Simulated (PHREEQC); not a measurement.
**Copper plating or etch bath: an equilibrium model**

Make-up at 25 °C: 0.0028 mol/kgw CuCl2, 0.0051 mol/kgw HNO3 and 0.0038 mol/kgw H3BO3. Closed to the air; pH follows from the charge balance.

The numbers come from PHREEQC with the ion-association model, phreeqc.dat.

- pH = 2.34
- ionic strength = 0.0135 mol/kgw
- specific conductance = 2630 µS/cm
- total alkalinity = -5.10 meq/kg

| species | molality | activity | log γ |
|---|---|---|---|
| Cl- | 0.00557 | 0.00495 | -0.052 |
| H+ | 0.00510 | 0.00461 | -0.044 |
| NO3- | 0.00510 | 0.00451 | -0.053 |
| H3BO3 | 0.00380 | 0.00381 | 0.001 |
| Cu+2 | 0.00277 | 0.00178 | -0.193 |
| CuCl+ | 2.67e-5 | 2.37e-5 | -0.051 |
| CuCl2 | 6.28e-8 | 6.30e-8 | 0.001 |
| CuOH+ | 4.35e-9 | 3.86e-9 | -0.051 |

No solid was allowed to form.
